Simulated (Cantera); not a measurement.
A closed system holds: 1 mol SiCl4, 9 mol H2, 0.0011 mol H2O, at 0.100 bar.

Method: chemical equilibrium by Gibbs-energy minimisation in Cantera with the NASA 1993 tables (ideal gas, pure condensed phases). Candidate condensed phases: H2O, Si, SiO2; 30 gas species. Mutual solubility and eutectic melting of coexisting phases are not modelled. The tables hold silica as quartz up to 1696 K and as liquid above; real silica turns to tridymite and cristobalite and melts near 1996 K. Rates play no part.

Question: Which condensed phases are stable at each of these points (T (°C)): 677, 727, 777, 827, 877, 927, 977, 1027, 1077, 1127?

Answer: 
```csv
T (°C),condensed phases,Si condensed (%)
677,SiO2(β-quartz),0.1
727,SiO2(β-quartz),0.1
777,SiO2(β-quartz),0.1
827,Si(s) + SiO2(β-quartz),1.0
877,Si(s) + SiO2(β-quartz),2.6
927,Si(s) + SiO2(β-quartz),3.5
977,Si(s) + SiO2(β-quartz),3.2
1027,Si(s) + SiO2(β-quartz),1.4
1077,gas only,0.0
1127,gas only,0.0
```

From 677 °C to 777 °C the condensed part is SiO2(β-quartz). From 827 °C to 1027 °C the condensed part is Si(s) + SiO2(β-quartz). From 1077 °C to 1127 °C nothing is condensed.
